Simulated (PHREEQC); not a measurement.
Make-up at 25 °C: 0.00013 mol/kgw Na2B4O7 and 0.012 mol/kgw (NH4)2SiF6. Closed to the air; pH follows from the charge balance.

Computed with PHREEQC (ion-association model, phreeqc.dat).

### Question
The ionic strength comes out as 0.0361 mol/kgw. What activity coefficients do HF2-, NH4+, BF3OH-, SiF6-2, BF2(OH)2- get?

### Answer
HF2- 0.84, NH4+ 0.82, BF3OH- 0.84, SiF6-2 0.51, BF2(OH)2- 0.84.

No solid was allowed to form. Saturation is exceeded, for instance for Quartz (slow to form), Chalcedony (slow to form); the values hold only as long as no solid forms. SiF6-2 is the database's only silicon fluoride. Real BF4- forms and hydrolyses slowly; the run takes it at equilibrium.
